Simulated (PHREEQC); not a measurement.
Make-up at 25 °C: 4 mmol/kgw PbCl2 and 0.95 mmol/kgw Cu(NO3)2. Closed to the air; pH follows from the charge balance.

Computed with PHREEQC (ion-association model, phreeqc.dat).

This is a speciation only: nothing precipitates in the calculation.

**Question.** What pH, ionic strength does the model give?

**Answer.** pH 5.11; ionic strength 0.0135 mol/kgw.

**Question.** In which forms is Pb present?

**Answer.** Pb+2 83 %, PbCl+ 15 %, PbNO3+ 1.4 % of the Pb.
